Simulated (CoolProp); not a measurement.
Aqueous potassium carbonate as a coolant, at 0 °C, 1 atm.

Values from CoolProp's Melinder's fits for secondary coolants.

```json
[
 {"mass %": "5.9", "freezing point (°C)": "-2.0", "Prandtl number": "13.6", "cp (kJ/(kg K))": "3.841", "density (kg/m³)": "1057", "conductivity (W/(m K))": "0.559"},
 {"mass %": "8.7", "freezing point (°C)": "-3.1", "Prandtl number": "13.9", "cp (kJ/(kg K))": "3.714", "density (kg/m³)": "1084", "conductivity (W/(m K))": "0.557"},
 {"mass %": "11.6", "freezing point (°C)": "-4.3", "Prandtl number": "14.4", "cp (kJ/(kg K))": "3.596", "density (kg/m³)": "1112", "conductivity (W/(m K))": "0.554"},
 {"mass %": "14.4", "freezing point (°C)": "-5.6", "Prandtl number": "15.0", "cp (kJ/(kg K))": "3.489", "density (kg/m³)": "1140", "conductivity (W/(m K))": "0.551"},
 {"mass %": "17.2", "freezing point (°C)": "-7.1", "Prandtl number": "15.8", "cp (kJ/(kg K))": "3.383", "density (kg/m³)": "1169", "conductivity (W/(m K))": "0.549"},
 {"mass %": "20.1", "freezing point (°C)": "-8.9", "Prandtl number": "16.8", "cp (kJ/(kg K))": "3.274", "density (kg/m³)": "1199", "conductivity (W/(m K))": "0.546"},
 {"mass %": "22.9", "freezing point (°C)": "-11.0", "Prandtl number": "18.0", "cp (kJ/(kg K))": "3.170", "density (kg/m³)": "1229", "conductivity (W/(m K))": "0.543"},
 {"mass %": "25.8", "freezing point (°C)": "-13.6", "Prandtl number": "19.7", "cp (kJ/(kg K))": "3.065", "density (kg/m³)": "1261", "conductivity (W/(m K))": "0.540"},
 {"mass %": "28.6", "freezing point (°C)": "-16.8", "Prandtl number": "21.9", "cp (kJ/(kg K))": "2.971", "density (kg/m³)": "1292", "conductivity (W/(m K))": "0.538"},
 {"mass %": "31.4", "freezing point (°C)": "-20.6", "Prandtl number": "24.7", "cp (kJ/(kg K))": "2.884", "density (kg/m³)": "1324", "conductivity (W/(m K))": "0.535"},
 {"mass %": "34.3", "freezing point (°C)": "-25.4", "Prandtl number": "28.5", "cp (kJ/(kg K))": "2.805", "density (kg/m³)": "1357", "conductivity (W/(m K))": "0.531"}
]
```
